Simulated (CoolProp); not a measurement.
Saturation properties of ethylene.

Model: reference Helmholtz-energy equation of state, Smukala 2000, in CoolProp.

```csv
T (°C),p (MPa),vapour density (kg/m³),enthalpy of vaporisation (kJ/kg),surface tension (mN/m)
-129.05,0.01697,0.4010,516.8,20.7
-125.55,0.02266,0.5238,512.3,20.1
-122.05,0.02979,0.6745,507.7,19.5
-118.65,0.03835,0.8515,503.1,18.9
-115.15,0.04910,1.070,498.4,18.3
-111.65,0.06211,1.329,493.6,17.7
-108.15,0.07769,1.634,488.7,17.1
-104.65,0.09619,1.990,483.7,16.5
-101.15,0.1179,2.402,478.6,15.9
-97.75,0.1425,2.863,473.5,15.3
-94.25,0.1718,3.404,468.1,14.7
-90.75,0.2054,4.019,462.7,14.2
-87.25,0.2438,4.716,457.0,13.6
-83.75,0.2874,5.500,451.2,13.0
```

It boils at -103.8 °C under 1 atm.

Surface tension comes from a separate correlation (Mulero 2012).
